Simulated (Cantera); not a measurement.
Input (Python, Cantera):

```python
import numpy as np
import cantera as ct

gas = ct.Solution("gri30.yaml")
gas.TPX = 1125, 18000, {'H2': 0.64, 'O2': 1, 'N2': 4.3}
reactor = ct.IdealGasConstPressureReactor(gas, energy="off", clone=False)
net = ct.ReactorNet([reactor])
net.rtol, net.atol = 1e-08, 1e-18
show = ['H2', 'O2', 'OH', 'NO2', 'HO2']
times = np.geomspace(3e-06, 3, 14)

steps = ct.SolutionArray(gas, extra=["t"])
rows = []
print(f"{'t/s':>10s}{'T/K':>9s}{'P/Pa':>11s}" + "".join(f"{s:>11s}" for s in show))
for t in times:
    while net.time < t:
        t_next = net.step()
        steps.append(gas.state, t=t_next)
    rows.append([np.interp(t, steps.t, y) for y in (steps.T, steps.P, *steps(*show).X.T)])
    print(f"{t:10.3e}{rows[-1][0]:9.1f}{rows[-1][1]:11.4g}" + "".join(f"{x:11.3e}" for x in rows[-1][2:]))
rate = np.gradient(steps.T, steps.t)
print("integrator steps:", len(steps.t))
if steps.T.max() > steps.T[0] + 200:
    print(f"time of steepest temperature rise: {steps.t[rate.argmax()]:.4e} s")
gas.TPX = 1125, 18000, {'H2': 0.64, 'O2': 1, 'N2': 4.3}
gas.equilibrate("TP")
print(f"equilibrium (TP): T = {gas.T:.1f} K  " + "  ".join(f"{s} {gas[s].X[0]:.3e}" for s in show))
```

It prints:

```
       t/s      T/K       P/Pa         H2         O2         OH        NO2        HO2
 3.000e-06   1125.0    1.8e+04  1.077e-01  1.684e-01  6.215e-12  1.984e-33  1.490e-10
 8.683e-06   1125.0    1.8e+04  1.077e-01  1.684e-01  3.555e-11  3.133e-31  4.342e-10
 2.513e-05   1125.0    1.8e+04  1.077e-01  1.684e-01  1.948e-10  5.847e-29  1.289e-09
 7.273e-05   1125.0    1.8e+04  1.077e-01  1.684e-01  2.244e-09  1.688e-26  4.470e-09
 2.105e-04   1125.0    1.8e+04  1.077e-01  1.683e-01  7.457e-07  2.190e-20  3.409e-07
 6.093e-04   1125.0    1.8e+04  9.381e-03  1.225e-01  3.125e-03  1.183e-10  1.944e-05
 1.763e-03   1125.0    1.8e+04  9.051e-04  1.207e-01  7.597e-04  2.383e-09  1.468e-05
 5.104e-03   1125.0    1.8e+04  8.241e-05  1.209e-01  1.881e-04  2.044e-08  4.013e-06
 1.477e-02   1125.0    1.8e+04  8.819e-06  1.210e-01  6.867e-05  4.266e-08  7.155e-07
 4.275e-02   1125.0    1.8e+04  1.145e-06  1.210e-01  3.021e-05  4.442e-08  1.439e-07
 1.237e-01   1125.0    1.8e+04  2.206e-07  1.210e-01  1.508e-05  3.265e-08  3.673e-08
 3.581e-01   1125.0    1.8e+04  5.764e-08  1.210e-01  8.144e-06  2.019e-08  1.118e-08
 1.037e+00   1125.0    1.8e+04  1.748e-08  1.210e-01  4.597e-06  1.293e-08  4.164e-09
 3.000e+00   1125.0    1.8e+04  5.911e-09  1.210e-01  2.694e-06  1.192e-08  2.397e-09
integrator steps: 1685
equilibrium (TP): T = 1125.0 K  H2 1.873e-09  O2 1.210e-01  OH 1.445e-06  NO2 6.363e-07  HO2 2.532e-09
```

Cantera simulation using GRI-Mech 3.0 (53 species, 325 reactions); the numbers are that mechanism's predictions, not measurements. The temperature is held fixed by assumption; the heat of reaction is taken as removed at once.
